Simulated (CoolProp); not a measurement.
Vapour-liquid equilibrium of cyclohexane (1) + n-octane (2) at 17.3 kPa; x and y are mole fractions of (1).

Values from CoolProp's multi-fluid Helmholtz-energy mixture model, Zhou 2014 and Beckmüller 2019; pair parameters Bell 2016.

| x | bubble temperature (K) | y at the bubble point | dew temperature at overall composition x (K) | liquid density (mol/L) |
|---|---|---|---|---|
| 0.05 | 341.1 | 0.194 | 344.3 | 5.904 |
| 0.15 | 333.9 | 0.463 | 342.1 | 6.172 |
| 0.25 | 328.1 | 0.633 | 339.8 | 6.448 |
| 0.35 | 323.2 | 0.744 | 337.2 | 6.735 |
| 0.45 | 319.2 | 0.820 | 334.4 | 7.038 |
| 0.55 | 315.7 | 0.874 | 331.1 | 7.358 |
| 0.65 | 312.7 | 0.915 | 327.4 | 7.700 |
| 0.75 | 310.1 | 0.946 | 322.9 | 8.067 |
| 0.85 | 307.7 | 0.971 | 317.3 | 8.463 |
| 0.95 | 305.6 | 0.991 | 309.7 | 8.893 |

No azeotrope shows between x = 0.05 and 0.95.

The pair parameters rest on a limited set of measurements; away from them the model extrapolates.
